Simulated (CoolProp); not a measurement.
Properties of ethylene at several states.

Computed with CoolProp (reference Helmholtz-energy equation of state, Smukala 2000).

| T (K) | p (kPa) | phase | isothermal compressibility (1/MPa) | fugacity coefficient |
|---|---|---|---|---|
| 371.4 | 190 | gas | 5.291 | 0.9947 |
| 239.2 | 971 | gas | 1.187 | 0.8934 |
| 241.2 | 57.9 | gas | 17.38 | 0.9938 |
| 387 | 2620 | gas | 0.4077 | 0.9386 |
